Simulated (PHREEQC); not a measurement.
Consider water at 20 °C with 28 mmol/kgw K3PO4. Closed to the air; pH follows from the charge balance.

Model: ion-association model, wateq4f.dat, run in PHREEQC.

This is a speciation only: nothing precipitates in the calculation.

Q: What pH, ionic strength does the model give?

A: pH 12.05; ionic strength 0.146 mol/kgw.

Q: In which forms is P present?

A: PO4-3 63 %, HPO4-2 35 %, KHPO4- 1.8 % of the P.

Species that the database lacks are ignored. H3PO4, which wateq4f.dat lacks, is added to it with the constant of phreeqc.dat.
